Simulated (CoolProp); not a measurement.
Vapour-liquid equilibrium of methanol (1) + hexamethyldisiloxane (MM) (2) at 0.0267 MPa; x and y are mole fractions of (1).

Values from CoolProp's multi-fluid Helmholtz-energy mixture model, de Reuck 1993 and Thol 2016; pair parameters Bell 2016.

| x | bubble temperature, mixture model (K) | bubble temperature, Raoult's law (K) | y, mixture model | y, Raoult's law |
|---|---|---|---|---|
| 0.05 | 325.4 | 330.9 | 0.305 | 0.145 |
| 0.15 | 315.1 | 326.4 | 0.588 | 0.360 |
| 0.25 | 309.9 | 322.8 | 0.701 | 0.514 |
| 0.35 | 307.3 | 319.8 | 0.751 | 0.629 |
| 0.45 | 306.3 | 317.2 | 0.773 | 0.720 |
| 0.55 | 305.9 | 314.9 | 0.782 | 0.792 |
| 0.65 | 305.8 | 312.8 | 0.786 | 0.853 |
| 0.75 | 305.7 | 311.0 | 0.795 | 0.903 |
| 0.85 | 305.7 | 309.4 | 0.827 | 0.946 |
| 0.95 | 306.4 | 307.9 | 0.918 | 0.983 |

The largest gap from Raoult's law is -12.9 K in bubble temperature, at x = 0.25. y crosses x between x = 0.75 and 0.85: the model has an azeotrope there.

The pair parameters rest on a limited set of measurements; away from them the model extrapolates.
